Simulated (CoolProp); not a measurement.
Vapour-liquid equilibrium of dimethyl ether (1) + n-hexane (2) at 304.2 K; x and y are mole fractions of (1).

Model: multi-fluid Helmholtz-energy mixture model, Wu 2011 and Thol 2019; pair parameters Bell 2016, in CoolProp.

Give the bubble pressure and the first vapour's composition at x = 0.2, 0.5, 0.95. Is there an azeotrope?

x = 0.2: 0.1957 MPa, y = 0.883; x = 0.5: 0.3991 MPa, y = 0.956; x = 0.95: 0.6639 MPa, y = 0.995. No azeotrope shows between x = 0.05 and 0.95.

The pair parameters rest on a limited set of measurements; away from them the model extrapolates.
